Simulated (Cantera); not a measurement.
Charge: 1 mol AlN, 0.69 mol Cl₂, equilibrated at 1448.15 K and 1.70 bar.

Cantera equilibrium calculation (NASA polynomials, part measured and part estimated; ideal gas, pure solids and liquids). Candidate condensed phases: Al, AlCl₃, AlN; 11 gas species. The tables' values for AlCl₂ are old estimates; treat these amounts as uncertain. Rates play no part.

Base state: AlCl₃ 0.663, N₂ 0.334, AlCl₂ 0.00220, Al₂Cl₆ 0.00116, AlCl 6.95e-5 (mole fractions); condensed: AlN(s).

Task: What changes in the equilibrium state with this change: temperature from 1448.15 K to 1125 K?

Result: 
```tsv
species	before	after
AlCl₃	0.663	0.646
N₂	0.334	0.338
Al₂Cl₆	0.00116	0.0154
AlCl	6.95e-5	1.76e-8
AlCl₂	0.00220	1.48e-5
AlN(s), mol	0.539	0.540
```
